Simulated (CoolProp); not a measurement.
Vapour-liquid equilibrium of propylene (1) + R22 (2) at 0.545 MPa; x and y are mole fractions of (1).

Model: multi-fluid Helmholtz-energy mixture model, Lemmon 2013 and Kamei 1995; pair parameters Bell 2016, in CoolProp.

Problem. Give the bubble temperature and the first vapour's composition at x = 0.125, 0.65, 0.95. Is there an azeotrope?

Solution. x = 0.125: 273.9 K, y = 0.169; x = 0.65: 270.2 K, y = 0.663; x = 0.95: 270.6 K, y = 0.944. y crosses x between x = 0.725 and 0.8: the model has an azeotrope there.

The pair parameters rest on a limited set of measurements; away from them the model extrapolates.
